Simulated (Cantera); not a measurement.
Feed: 1 mol HBr, 0.77 mol H2O, 3.4 mol N2, at 2498.15 K and 750 Torr.

Equilibrium computed with Cantera from the NASA thermochemical tables; the gas is ideal and each condensed phase is pure. Kinetics and transport are ignored.

```tsv
species	before	after
N2	0.622	0.614
H2O	0.136	0.131
Br	0.0981	0.110
HBr	0.0845	0.0704
H2	0.0495	0.0562
O	0.000233	0.000632
O2	0.000263	0.000597
NO	0.000721	0.00133
H	0.00555	0.00999
OH	0.00316	0.00551
Br2	0.000169	0.000133
```
Gas species are given as mole fractions.

Problem. Name the change that produced these shifts.
A) temperature from 2498.15 K to 2900 K
B) temperature from 2498.15 K to 1698.15 K
C) temperature from 2498.15 K to 3250 K
D) temperature from 2498.15 K to 2623.15 K

Solution. D, temperature from 2498.15 K to 2623.15 K
